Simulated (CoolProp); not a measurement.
Dimethyl ether at 377.05 K and 2.01 MPa is compressed adiabatically to 4.16 MPa with isentropic efficiency 0.6. Each further row changes one setting.

Values from CoolProp's reference Helmholtz-energy equation of state, Wu 2011.

| case | work (kJ/kg) | final temperature (K) | final density (kg/m³) |
|---|---|---|---|
| as stated | 66.4 | 429.8 | 72.0 |
| efficiency 1 | 39.9 | 419.0 | 77.2 |
| efficiency 0.65 | 61.3 | 427.7 | 72.9 |
